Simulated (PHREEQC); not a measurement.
Dissolve 15 mmol/kgw HF, 27 mmol/kgw (NH4)2SiF6, 2.5 mmol/kgw H3BO3 and 2.4 mmol/kgw H2SO4 at 25 °C. Closed to the air; pH follows from the charge balance.

Computed with PHREEQC (ion-association model, phreeqc.dat).

This is a speciation only: nothing precipitates in the calculation.

**Question.** Order these S species by the share of S that they hold, largest first: HSO4-, SO4-2, NH4SO4-.

**Answer.** SO4-2 (65 %), HSO4- (19 %), NH4SO4- (17 %)

**Question.** Order these B species by the share of B that they hold, largest first: BF4-, BF3OH-, BF2(OH)2-, H3BO3.

**Answer.** BF4- (84 %), H3BO3 (9.2 %), BF3OH- (5.3 %), BF2(OH)2- (1.3 %)

The pH is 2.22 and the ionic strength 0.0894 mol/kgw. Species that the database lacks are ignored. SiF6-2 is the database's only silicon fluoride. Real BF4- forms and hydrolyses slowly; the run takes it at equilibrium.
